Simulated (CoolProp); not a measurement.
Dry air along the isotherm 151.4 K: density (kg/m³) from the reference equation and from simpler models built on Tc = 132.5 K, pc = 37.86 bar, ω = 0.034; each cubic takes its own stable root.

Model: reference Helmholtz-energy equation of state, Lemmon 2000, in CoolProp. It is a pseudo-pure fit of the blend.

```tsv
p (bar)	phase	reference
34.4	gas	103.2
68.8	supercritical	321.6
103	supercritical	483.5
138	supercritical	551.0
172	supercritical	591.3
207	supercritical	621.7
241	supercritical	645.2
275	supercritical	664.8
310	supercritical	682.2
344	supercritical	697.1
379	supercritical	710.8
```

### Question
How far does each simpler model (ideal gas, van der Waals, Redlich-Kwong, Soave-Redlich-Kwong, Peng-Robinson) lie from the reference over these 11 states: mean and median of the absolute difference, and the worst?

### Answer
- ideal gas: mean 25.8 %, median 23.3 %, worst -51.0 % at 151.4 K and 103 bar
- van der Waals: mean 14.0 %, median 17.1 %, worst -18.6 % at 151.4 K and 379 bar
- Redlich-Kwong: mean 2.1 %, median 2.3 %, worst -4.5 % at 151.4 K and 103 bar
- Soave-Redlich-Kwong: mean 2.4 %, median 2.0 %, worst -5.6 % at 151.4 K and 103 bar
- Peng-Robinson: mean 8.6 %, median 10.0 %, worst +13.8 % at 151.4 K and 379 bar
